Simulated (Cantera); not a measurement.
# Si + HCl + H2 (chlorosilane synthesis and conversion)

Charge: 1 mol Si, 4.4 mol HCl, 14 mol H2, held at 1 atm.

These are equilibrium values from Cantera (NASA tables, ideal gas, pure condensed phases), not measurements of a reactor. Candidate condensed phases: Si; 19 gas species. The tables' values for SiCl3, SiCl are old estimates; treat these amounts as uncertain. Gases not in the tables: Si2H6 and higher silanes. Kinetics and transport are ignored.

From 1173 K to 1723 K nothing is condensed. The main Si-bearing gas is SiCl4 at 1173 K and SiCl2 at 1723 K.

```tsv
T (K)	x H2	x HCl	x SiCl2	x SiCl4	x SiHCl3	x SiCl3	x SiH2Cl2
1173	0.897	0.0458	0.00110	0.0366	0.0167	0.00202	0.000974
1223	0.891	0.0515	0.00266	0.0326	0.0174	0.00330	0.00124
1273	0.884	0.0586	0.00550	0.0282	0.0170	0.00486	0.00142
1323	0.876	0.0673	0.00982	0.0234	0.0155	0.00649	0.00146
1373	0.866	0.0773	0.0154	0.0185	0.0131	0.00786	0.00138
1423	0.856	0.0876	0.0217	0.0138	0.0105	0.00871	0.00121
1473	0.847	0.0974	0.0281	0.00965	0.00788	0.00890	0.00101
1523	0.839	0.106	0.0339	0.00636	0.00565	0.00850	0.000809
1573	0.832	0.113	0.0388	0.00399	0.00391	0.00767	0.000633
1623	0.828	0.117	0.0426	0.00242	0.00265	0.00665	0.000487
1673	0.824	0.121	0.0454	0.00145	0.00177	0.00562	0.000374
1723	0.822	0.123	0.0475	0.000868	0.00119	0.00469	0.000287
```
x: gas mole fraction; nothing condenses.
